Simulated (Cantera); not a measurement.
Feed: 1 mol SiH4, 68 mol H2, at 2525 K and 750 Torr.

Equilibrium computed with Cantera from the NASA thermochemical tables; the gas is ideal and each condensed phase is pure. Candidate condensed phases: Si; 9 gas species. Gases not in the tables: Si2H6 and higher silanes. Kinetics and transport are ignored.

Base state: H2 0.964, H 0.0275, Si 0.00571, SiH 0.00143, SiH2 0.00108, Si2 0.000158, Si3 2.71e-5 (mole fractions); condensed: Si(l).

**Question.** What changes in the equilibrium state with this change: temperature from 2525 K to 2548.15 K?

**Answer.** 
| species | before | after |
|---|---|---|
| H2 | 0.964 | 0.960 |
| H | 0.0275 | 0.0303 |
| Si | 0.00571 | 0.00676 |
| Si2 | 0.000158 | 0.000193 |
| Si3 | 2.71e-5 | 3.28e-5 |
| SiH | 0.00143 | 0.00163 |
| SiH2 | 0.00108 | 0.00116 |
| Si(l), mol | 0.384 | 0.281 |

**Question.** What changes in the equilibrium state with this change: temperature from 2525 K to 2325 K?

**Answer.** 
```
species       before     after
----------  --------  --------
H2             0.964     0.987
H             0.0275    0.0109
Si           0.00571   0.00116
Si2         0.000158   2.34e-5
Si3          2.71e-5   4.33e-6
SiH          0.00143  0.000405
SiH2         0.00108  0.000512
Si(l), mol     0.384     0.849
```
